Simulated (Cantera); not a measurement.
A perfectly stirred reactor is fed with C₂H₆ : N₂ : H₂O = 1 : 5.4 : 0.48 (molar parts), at 11000 Pa; it is held at 1173 K, and followed from long to short residence time.

Model: GRI-Mech 3.0 (53 species, 325 reactions), integrated in Cantera. GRI-Mech 3.0 stops at C3 and has no aromatics, soot or wall deposition, so with more carbon than oxygen in the feed, carbon stays in small species such as C2H2 where larger ones or solid carbon would form.

x: mole fraction; the columns are a selection and need not sum to one.

```json
[
 {"τ (s)": "0.32", "x C₂H₆": "0.0230", "x CH₃": "2.30e-5", "x H₂": "0.108", "x H": "4.23e-6", "x CH₄": "0.0177"},
 {"τ (s)": "0.17", "x C₂H₆": "0.0383", "x CH₃": "2.94e-5", "x H₂": "0.0901", "x H": "4.13e-6", "x CH₄": "0.0145"},
 {"τ (s)": "0.086", "x C₂H₆": "0.0624", "x CH₃": "3.71e-5", "x H₂": "0.0677", "x H": "3.80e-6", "x CH₄": "0.0101"},
 {"τ (s)": "0.044", "x C₂H₆": "0.0895", "x CH₃": "4.39e-5", "x H₂": "0.0448", "x H": "(withheld)", "x CH₄": "0.00606"},
 {"τ (s)": "0.023", "x C₂H₆": "0.112", "x CH₃": "4.81e-5", "x H₂": "0.0267", "x H": "(withheld)", "x CH₄": "0.00327"},
 {"τ (s)": "0.012", "x C₂H₆": "0.127", "x CH₃": "4.91e-5", "x H₂": "0.0145", "x H": "(withheld)", "x CH₄": "0.00165"},
 {"τ (s)": "0.0062", "x C₂H₆": "0.136", "x CH₃": "4.65e-5", "x H₂": "0.00723", "x H": "(withheld)", "x CH₄": "0.000773"},
 {"τ (s)": "0.0032", "x C₂H₆": "0.141", "x CH₃": "3.98e-5", "x H₂": "0.00331", "x H": "(withheld)", "x CH₄": "0.000334"},
 {"τ (s)": "0.0017", "x C₂H₆": "0.144", "x CH₃": "3.04e-5", "x H₂": "0.00137", "x H": "(withheld)", "x CH₄": "0.000133"},
 {"τ (s)": "0.00086", "x C₂H₆": "0.145", "x CH₃": "2.05e-5", "x H₂": "0.000421", "x H": "(withheld)", "x CH₄": "4.51e-5"},
 {"τ (s)": "0.00045", "x C₂H₆": "0.145", "x CH₃": "1.41e-5", "x H₂": "0.000108", "x H": "(withheld)", "x CH₄": "1.63e-5"}
]
```

Problem. Fill in the missing entries.

Solution. 
- 0.044, x H: 3.39e-6
- 0.023, x H: 3.04e-6
- 0.012, x H: 2.75e-6
- 0.0062, x H: 2.47e-6
- 0.0032, x H: 2.10e-6
- 0.0017, x H: 1.61e-6
- 0.00086, x H: 9.70e-7
- 0.00045, x H: 4.72e-7
